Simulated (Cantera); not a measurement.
Feed: 1 mol Mg(OH)₂, 0.2 mol CO₂, at 0.100 bar.

Cantera equilibrium calculation (NASA polynomials, part measured and part estimated; ideal gas, pure solids and liquids). Candidate condensed phases: C, C₆H₆, C₇H₈, C₈H₁₈, H₂O, Mg, MgCO₃, MgO, Mg(OH)₂; 116 gas species. Kinetics and transport are ignored. All values below are at 1375 °C.

Base state: H₂O 0.831, CO₂ 0.166, H₂ 0.00107, O₂ 0.000797, CO 0.000683, OH 0.000322 (mole fractions); condensed: MgO(s).

**Question.** What changes in the equilibrium state with this change: 0.46 mol H₂S added?

**Answer.** 
```
species        before    after
-----------  --------  -------
H₂O             0.831    0.521
H₂            0.00107    0.213
S₂                  0   0.0829
CO₂             0.166   0.0457
H₂S                 0   0.0367
SO₂                 0   0.0320
CO           0.000683   0.0598
SH                  0  0.00367
SO                  0  0.00351
MgO(s), mol     1.000    1.000
```
Further candidate phases: H₂SO₄, MgS, MgSO₄, S.
